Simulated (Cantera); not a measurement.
Input (Python, Cantera) and output of one run.

```python
import numpy as np
import cantera as ct

gas_names = [...]  # 87 gases of nasa_gas.yaml made of C, H, Si
cond_names = """
    C(gr) C6H6(L) C7H8(L) C8H18(L),n-octa Si(cr) Si(L) SiC(b)
""".split()


# ... load() reads the species with a 1 bar reference pressure and builds the phases ...
atoms = {
    'CH3SiH3': {'C': 1, 'H': 6, 'Si': 1},
    'H2': {'H': 2},
}
top_T = {'C(gr)': 4500, 'SiC(b)': 3050}  # K; cautious upper limits of use, not melting points


# ... equilibrate(T, P, feed) seeds the gas with the atoms and calls Mixture.equilibrate('TP', solver="vcs", rtol=1e-11, max_steps=5000) ...
results = []
T = 2125  # K
P = 1000  # Pa
for m in [200, 350, 500, 660, 810, 960, 1100]:
    feed = {'CH3SiH3': 1, 'H2': m}  # mol
    mix = equilibrate(T, P, feed)
    results.append((T, P, feed, dict(zip(mix.species_names, mix.species_moles))))
    x = sorted(zip(gas.X, gas.species_names), reverse=True)
    print(f"T = {T:g} K  P = {P:g} Pa  n(H2) = {m:g} mol  gas = {mix.phase_moles(0):.4g} mol")
    print("   x: " + "  ".join(f"{s} {v:.3e}" for v, s in x if v > 0.001))
    print("   condensed (mol): " + ("  ".join(f"{mix.phase(i).name} {mix.phase_moles(i):.4g}"
          for i in range(1, mix.n_phases) if mix.phase_moles(i) > 1e-12) or "none"))
```

Result:

```
T = 2125 K  P = 1000 Pa  n(H2) = 200 mol  gas = 207.1 mol
   x: H2 9.612e-01  H 3.560e-02  Si 1.872e-03
   condensed (mol): SiC(b) 0.5351
T = 2125 K  P = 1000 Pa  n(H2) = 350 mol  gas = 360.2 mol
   x: H2 9.612e-01  H 3.560e-02  Si 1.872e-03
   condensed (mol): SiC(b) 0.1917
T = 2125 K  P = 1000 Pa  n(H2) = 500 mol  gas = 513.1 mol
   x: H2 9.616e-01  H 3.561e-02  Si 1.654e-03
   condensed (mol): none
T = 2125 K  P = 1000 Pa  n(H2) = 660 mol  gas = 676 mol
   x: H2 9.622e-01  H 3.562e-02  Si 1.291e-03
   condensed (mol): none
T = 2125 K  P = 1000 Pa  n(H2) = 810 mol  gas = 828.7 mol
   x: H2 9.626e-01  H 3.563e-02  Si 1.070e-03
   condensed (mol): none
T = 2125 K  P = 1000 Pa  n(H2) = 960 mol  gas = 981.4 mol
   x: H2 9.629e-01  H 3.563e-02
   condensed (mol): none
T = 2125 K  P = 1000 Pa  n(H2) = 1100 mol  gas = 1124 mol
   x: H2 9.631e-01  H 3.564e-02
   condensed (mol): none
```

Equilibrium computed with Cantera from the NASA thermochemical tables; the gas is ideal and each condensed phase is pure. The feed counts by its element totals alone. Gases not in the tables: Si2H6 and higher silanes.
